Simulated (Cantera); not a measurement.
A perfectly stirred reactor is fed with 3.00 % CH2O, 0.280 % O2, 96.7 % N2, equivalence ratio 11, at 1500 Torr; it is held at 1575 K, and followed from long to short residence time.

Model: GRI-Mech 3.0 (53 species, 325 reactions), integrated in Cantera.

Task: Predict: x(CH2O) at τ = 0.880 s; x(O2) at τ = 0.880 s; x(H2) at τ = 0.880 s; x(CO2) at τ = 0.880 s; x(CH3) at τ = 0.880 s; x(CH2O) at τ = 49.0 ms; x(O2) at τ = 49.0 ms; x(H2) at τ = 49.0 ms; x(CO2) at τ = 49.0 ms; x(CH3) at τ = 49.0 ms.

Result: 
| Item | Result |
|---|---|
| x(CH2O) at τ = 0.880 s | 7.78e-7 |
| x(O2) at τ = 0.880 s | 2.42e-6 |
| x(H2) at τ = 0.880 s | 0.0252 |
| x(CO2) at τ = 0.880 s | 0.00149 |
| x(CH3) at τ = 0.880 s | 9.35e-9 |
| x(CH2O) at τ = 49.0 ms | 4.46e-6 |
| x(O2) at τ = 49.0 ms | 1.38e-5 |
| x(H2) at τ = 49.0 ms | 0.0250 |
| x(CO2) at τ = 49.0 ms | 0.00142 |
| x(CH3) at τ = 49.0 ms | 7.51e-8 |
